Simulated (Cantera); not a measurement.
Charge: 1 mol SiH2Cl2, 9.9 mol N2O, 28 mol N2, at 377 °C and 100 Torr.

Equilibrium computed with Cantera from the NASA thermochemical tables; the gas is ideal and each condensed phase is pure. Candidate condensed phases: H2O, NH4Cl, Si, SiO2, Si2N2O, Si3N4; 47 gas species. Kinetics and transport are ignored.

Base state: N2 0.871, O2 0.0826, H2O 0.0165, Cl2 0.0165, HCl 0.0131 (mole fractions); condensed: SiO2(α-quartz).

**Question.** What changes in the equilibrium state with this change: temperature from 377 °C to 1402 °C?

**Answer.** 
```
species               before     after
-------------------  -------  --------
N2                     0.871     0.861
O2                    0.0826    0.0863
HCl                   0.0131    0.0347
Cl2                   0.0165  0.000457
H2O                   0.0165   0.00534
Cl                   4.57e-8   0.00984
OH                     <1e-9   9.37e-5
NO                   5.55e-8   0.00176
SiO2(α-quartz), mol     1.00         0
SiO2(β-quartz), mol        0      1.00
```
The tables hold silica as quartz up to 1696 K and as liquid above; real silica turns to tridymite and cristobalite and melts near 1996 K.

**Question.** What changes in the equilibrium state with this change: temperature from 377 °C to 1700 °C?

**Answer.** 
| species | before | after |
|---|---|---|
| N2 | 0.871 | 0.858 |
| O2 | 0.0826 | 0.0825 |
| HCl | 0.0131 | 0.0277 |
| Cl | 4.57e-8 | 0.0175 |
| Cl2 | 0.0165 | 9.26e-5 |
| H2O | 0.0165 | 0.00850 |
| OH | <1e-9 | 0.000684 |
| O | <1e-9 | 0.000427 |
| NO | 5.55e-8 | 0.00465 |
| ClO | 1.24e-9 | 2.83e-5 |
| H2 | <1e-9 | 1.90e-5 |
| SiO2(α-quartz), mol | 1.00 | 0 |
| SiO2(condensed), mol | 0 | 1.000 |
The tables hold silica as quartz up to 1696 K and as liquid above; real silica turns to tridymite and cristobalite and melts near 1996 K.

**Question.** What changes in the equilibrium state with this change: pressure from 100 Torr to 3.60 Torr?

**Answer.** 
```json
[
 {"species": "N2", "before": "0.871", "after": "0.870"},
 {"species": "O2", "before": "0.0826", "after": "0.0846"},
 {"species": "HCl", "before": "0.0131", "after": "0.0218"},
 {"species": "Cl2", "before": "0.0165", "after": "0.0120"},
 {"species": "H2O", "before": "0.0165", "after": "0.0120"},
 {"species": "SiO2(α-quartz), mol", "before": "1.00", "after": "1.00"}
]
```
